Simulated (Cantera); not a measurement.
Feed: 1 mol NaCl, 1.1 mol H₂, equilibrated at 950 K and 0.560 bar.

Cantera equilibrium calculation (NASA polynomials, part measured and part estimated; ideal gas, pure solids and liquids). Candidate condensed phases: Na, NaCl; 10 gas species. Equilibrium is a limit: real reactors are often held back by kinetics, nucleation or transport.

Base state: H₂ 1.000, NaCl 2.78e-5 (mole fractions); condensed: NaCl(s).

Question: What changes in the equilibrium state with this change: temperature from 950 K to 1250 K?

Answer: 
```tsv
species	before	after
H₂	1.000	0.984
NaCl	2.78e-5	0.0117
Na₂Cl₂	9.68e-6	0.00422
HCl	3.62e-7	0.000144
Na	3.61e-7	0.000144
NaCl(s), mol	1.000	0
NaCl(l), mol	0	0.977
```

Question: What changes in the equilibrium state with this change: temperature from 950 K to 1698 K?

Answer: 
| species | before | after |
|---|---|---|
| H₂ | 1.000 | 0.536 |
| NaCl | 2.78e-5 | 0.409 |
| Na₂Cl₂ | 9.68e-6 | 0.0366 |
| H | <1e-9 | 0.000141 |
| NaH | <1e-9 | 2.95e-5 |
| HCl | 3.62e-7 | 0.00877 |
| Na | 3.61e-7 | 0.00874 |
| NaCl(s), mol | 1.000 | 0 |
